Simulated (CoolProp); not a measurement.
Properties of R1132(E) along the isobar 0.551 MPa.

The numbers come from the reference Helmholtz-energy equation of state, Akasaka 2024 in CoolProp.

| T (K) | phase | cp (kJ/(kg K)) | cv (kJ/(kg K)) | speed of sound (m/s) | Joule-Thomson coefficient (K/MPa) | fugacity coefficient |
|---|---|---|---|---|---|---|
| 249.8 | liquid | 1.673 | 1.063 | … | … | 0.6176 |
| 264.8 | gas | 1.021 | 0.8053 | 186.1 | 24.39 | 0.9064 |
| 279.8 | gas | 1.014 | 0.8193 | 193.6 | 20.32 | 0.9225 |
| 294.8 | gas | 1.017 | 0.8361 | 200.4 | … | 0.9350 |
| 309.9 | gas | 1.026 | 0.8550 | 206.7 | 14.74 | … |
| 324.9 | gas | 1.039 | 0.8751 | 212.7 | 12.79 | 0.9532 |
| 339.9 | gas | 1.055 | 0.8963 | 218.3 | 11.21 | … |
| 354.9 | gas | 1.073 | 0.9181 | 223.6 | 9.909 | … |
| 370 | gas | 1.092 | 0.9406 | 228.8 | 8.814 | 0.9700 |
| 385 | gas | 1.112 | 0.9632 | 233.8 | … | … |
| 400 | gas | 1.133 | 0.9861 | 238.5 | 7.111 | 0.9772 |

Q: What belongs in the gaps?

A: 
- 249.8, speed of sound (m/s): 766.6
- 249.8, Joule-Thomson coefficient (K/MPa): -0.2016
- 294.8, Joule-Thomson coefficient (K/MPa): 17.20
- 309.9, fugacity coefficient: 0.9451
- 339.9, fugacity coefficient: 0.9598
- 354.9, fugacity coefficient: 0.9653
- 385, Joule-Thomson coefficient (K/MPa): 7.895
- 385, fugacity coefficient: 0.9739
